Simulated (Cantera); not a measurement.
Mixture: H2 : O2 : N2 = 1 : 0.385 : 1.45 (molar parts), equivalence ratio 1.3, at 3750 Torr, adiabatic and at constant pressure. Ignition delay is the time to a rise of 400 K.

Cantera simulation using GRI-Mech 3.0 (53 species, 325 reactions); the numbers are that mechanism's predictions, not measurements. The hydrogen kinetics of GRI-Mech 3.0 are dated; newer H2 mechanisms differ, most at raised pressure.

Problem. What does this change do: 0.17 parts CO2 added?

Solution. 
```csv
quantity,before,after
delay at 1025 K,4.96 ms,5.43 ms
delay at 1125 K,0.158 ms,0.212 ms
delay at 1225 K,12.3 µs,13.8 µs
delay at 1325 K,5.92 µs,6.44 µs
delay at 1425 K,3.72 µs,4.03 µs
delay at 1525 K,2.64 µs,2.87 µs
delay at 1625 K,2.04 µs,2.23 µs
```

Problem. What does this change do: H2 1 to 1.4 parts?

Solution. 
```tsv
quantity	before	after
delay at 1025 K	4.96 ms	4.44 ms
delay at 1125 K	0.158 ms	0.166 ms
delay at 1225 K	12.3 µs	13.4 µs
delay at 1325 K	5.92 µs	6.30 µs
delay at 1425 K	3.72 µs	3.93 µs
delay at 1525 K	2.64 µs	2.78 µs
delay at 1625 K	2.04 µs	2.13 µs
```
